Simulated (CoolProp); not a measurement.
Vapour-liquid equilibrium of CH2F2 (R32) (1) + isobutane (2) at 46.05 °C; x and y are mole fractions of (1).

Model: multi-fluid Helmholtz-energy mixture model, Tillner-Roth 1997 and Bücker 2006; pair parameters Bell 2016, in CoolProp.

```json
[
 {"x": "0.05", "bubble pressure, mixture model (bar)": "9.680", "bubble pressure, Raoult's law (bar)": "7.329", "y, mixture model": "0.335", "y, Raoult's law": "0.195"},
 {"x": "0.2", "bubble pressure, mixture model (bar)": "17.58", "bubble pressure, Raoult's law (bar)": "10.70", "y, mixture model": "0.621", "y, Raoult's law": "0.536"},
 {"x": "0.35", "bubble pressure, mixture model (bar)": "22.29", "bubble pressure, Raoult's law (bar)": "14.06", "y, mixture model": "0.705", "y, Raoult's law": "0.713"},
 {"x": "0.5", "bubble pressure, mixture model (bar)": "25.11", "bubble pressure, Raoult's law (bar)": "17.43", "y, mixture model": "0.749", "y, Raoult's law": "0.822"},
 {"x": "0.65", "bubble pressure, mixture model (bar)": "27.12", "bubble pressure, Raoult's law (bar)": "20.79", "y, mixture model": "0.789", "y, Raoult's law": "0.896"},
 {"x": "0.8", "bubble pressure, mixture model (bar)": "28.66", "bubble pressure, Raoult's law (bar)": "24.16", "y, mixture model": "0.845", "y, Raoult's law": "0.949"},
 {"x": "0.95", "bubble pressure, mixture model (bar)": "29.11", "bubble pressure, Raoult's law (bar)": "27.53", "y, mixture model": "0.945", "y, Raoult's law": "0.989"}
]
```

The largest gap from Raoult's law is +64.3 % in bubble pressure, at x = 0.2. y crosses x between x = 0.8 and 0.95: the model has an azeotrope there.

Pair parameters are fitted to limited data, so mixtures are less certain than the pure fluids. With so large a gap from Raoult's law the liquid may split in two, which this calculation doesn't test in full.
